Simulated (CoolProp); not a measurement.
n-dodecane along the isobar 0.101 MPa: fugacity coefficient from the reference equation and from simpler models built on Tc = 385.0 °C, pc = 1.818 MPa, ω = 0.574; each cubic takes its own stable root.

Model: reference Helmholtz-energy equation of state, Lemmon 2004, in CoolProp. It is a short technical equation, of lower accuracy than the large ones.

```
T (°C)  phase  reference  van der Waals  Redlich-Kwong
------  -----  ---------  -------------  -------------
234.85    gas     0.9414         0.9697         0.9610
240.95    gas     0.9439         0.9705         0.9623
247.05    gas     0.9463         0.9713         0.9635
253.05    gas     0.9486         0.9720         0.9646
259.15    gas     0.9507         0.9728         0.9657
265.25    gas     0.9528         0.9735         0.9668
271.25    gas     0.9547         0.9742         0.9678
277.35    gas     0.9565         0.9748         0.9688
283.45    gas     0.9582         0.9755         0.9697
289.45    gas     0.9599         0.9761         0.9706
295.55    gas     0.9614         0.9767         0.9715
301.65    gas     0.9629         0.9773         0.9723
307.65    gas     0.9643         0.9778         0.9731
313.75    gas     0.9657         0.9783         0.9739
319.85    gas     0.9670         0.9789         0.9746
```
